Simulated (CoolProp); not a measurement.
Saturation properties of R134a.

Computed with CoolProp (reference Helmholtz-energy equation of state, Tillner-Roth 1994).

```csv
T (K),p (kPa),vapour Z,liquid conductivity (mW/(m K))
292.1,553.4,0.8645,83.7
295.8,620.0,0.8537,82.1
299.5,692.5,0.8424,80.6
303.1,769.1,0.8308,79.0
306.8,854.2,0.8183,77.4
310.5,946.2,0.8052,75.9
314.1,1043,0.7918,74.3
317.8,1149,0.7774,72.7
321.4,1261,0.7626,71.2
325.1,1384,0.7467,69.6
328.8,1515,0.7299,68.0
332.4,1652,0.7127,66.4
336.1,1802,0.6940,64.8
339.8,1963,0.6741,63.2
```

It boils at 247.1 K under 1 atm.

Thermal conductivity comes from a separate model (McLinden 2000), an estimate that may be off by 10 % or more.
